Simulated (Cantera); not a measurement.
Charge: 1 mol Si, 0.84 mol HCl, 13 mol H2, equilibrated at 84000 Pa.

Cantera equilibrium calculation (NASA polynomials, part measured and part estimated; ideal gas, pure solids and liquids). Candidate condensed phases: Si; 19 gas species. The tables' values for SiCl3 are old estimates; treat these amounts as uncertain. Equilibrium is a limit: real reactors are often held back by kinetics, nucleation or transport. All values below are at 1473 K.

Base state: H2 0.949, HCl 0.0429, SiCl2 0.00610, SiCl3 0.000731, SiHCl3 0.000624, SiCl4 0.000300, SiH2Cl2 0.000203, SiH3Cl 1.94e-5 (mole fractions); condensed: Si(s).

Q: What changes in the equilibrium state with this change: Si replaced by SiCl4?

A: 
```tsv
species	before	after
H2	0.949	0.802
HCl	0.0429	0.133
SiCl2	0.00610	0.0282
SiCl4	0.000300	0.0158
SiCl3	0.000731	0.0114
SiHCl3	0.000624	0.00894
SiH2Cl2	0.000203	0.000794
H	1.34e-5	1.24e-5
SiH3Cl	1.94e-5	2.06e-5
Si(s), mol	0.890	0
```
